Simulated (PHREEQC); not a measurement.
1 kg of water holding 5.2 mmol/kgw Na2CO3 and 58 mmol/kgw KCl is evaporated at 40 °C; the solids stay in contact with the brine. No CO2 enters from the air. Only these solids could form: Halite, Kalicinite, Nahcolite, Natron, Sylvite, Trona.

Base run: PHREEQC, Pitzer model, pitzer.dat. Each further column changes one thing. The table gives ionic strength.

| H2O removed (mol) | base | temperature from 40 to 25 °C | temperature from 40 to 5 °C |
|---|---|---|---|
| 0 | 0.0725 | 0.0728 | 0.0732 |
| 24.69 | 0.131 | 0.132 | 0.132 |
| 38.4 | 0.237 | 0.238 | 0.238 |
| 46.01 | 0.428 | 0.428 | 0.429 |
| 50.23 | 0.772 | 0.773 | 0.773 |
| 52.58 | 1.39 | 1.39 | 1.39 |
| 53.88 | 2.51 | 2.51 | 2.51 |
| 54.6 | 4.51 | 4.52 | 4.52 |
| 55.01 | 6.79 | 6.29 | 5.51 |
| 55.23 | 7.87 | 7.43 | 6.75 |

Away from 25 °C the constants follow the database's enthalpies or fits; those with neither stay at their 25 °C values.
